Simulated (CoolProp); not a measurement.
Vapour-liquid equilibrium of carbon monoxide (1) + methane (2) at 104.6 K; x and y are mole fractions of (1).

Model: multi-fluid Helmholtz-energy mixture model, Lemmon 2006 and Setzmann 1991; pair parameters Kunz 2012, in CoolProp.

Question: Give the bubble pressure and the first vapour's composition at x = 0.15, 0.35, 0.85. Is there an azeotrope?

Answer: x = 0.15: 0.1793 MPa, y = 0.730; x = 0.35: 0.3438 MPa, y = 0.883; x = 0.85: 0.6526 MPa, y = 0.976. No azeotrope shows between x = 0.05 and 0.95.

The pair parameters rest on a limited set of measurements; away from them the model extrapolates.
